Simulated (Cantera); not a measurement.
Feed: 1 mol BF₃, 0.32 mol N₂, held at 1.33 mbar.

Cantera equilibrium calculation (NASA polynomials, part measured and part estimated; ideal gas, pure solids and liquids). Candidate condensed phases: B, BN; 13 gas species. The tables' values for BF₂ are old estimates; treat these amounts as uncertain. The numbers say what is thermodynamically allowed, not how fast it happens.

x: gas mole fraction; nothing condenses.

```
T (K)  x BF₃   x N₂       x F     x BF₂      x BF     x N
-----  -----  -----  --------  --------  --------  ------
1473   0.758  0.242   2.40e-6   2.40e-6  2.32e-11  <1e-12
1573   0.758  0.242   1.23e-5   1.22e-5  4.20e-10       …
1673   0.757  0.242   5.14e-5   5.14e-5   5.38e-9       …
1773   0.757  0.242  0.000183  0.000183   5.17e-8       …
1873   0.757  0.242  0.000570  0.000570   3.90e-7       …
1973   0.755  0.242   0.00158   0.00158   2.40e-6       …
2073   0.751  0.241   0.00397   0.00394   1.23e-5       …
2173   0.742  0.240   0.00912   0.00901   5.45e-5       …
2273   0.724  0.238    0.0194    0.0190  0.000210       …
```

Q: What belongs in the gaps?

A: 
- 1573, x N: 4.86e-12
- 1673, x N: 4.34e-11
- 1773, x N: 3.03e-10
- 1873, x N: 1.72e-9
- 1973, x N: 8.19e-9
- 2073, x N: 3.36e-8
- 2173, x N: 1.21e-7
- 2273, x N: 3.87e-7
